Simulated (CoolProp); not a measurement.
Vapour-liquid equilibrium of carbon dioxide (1) + ethane (2) at 221.7 K; x and y are mole fractions of (1).

The numbers come from the multi-fluid Helmholtz-energy mixture model, Span 1996 and Bücker 2006; pair parameters Kunz 2012 in CoolProp.

Give the bubble pressure and the first vapour's composition at x = 0.05, 0.25, 0.45. Is there an azeotrope?

x = 0.05: 584.1 kPa, y = 0.135; x = 0.25: 750.0 kPa, y = 0.424; x = 0.45: 819.7 kPa, y = 0.552. y crosses x between x = 0.55 and 0.65: the model has an azeotrope there.

Pair parameters are fitted to limited data, so mixtures are less certain than the pure fluids.
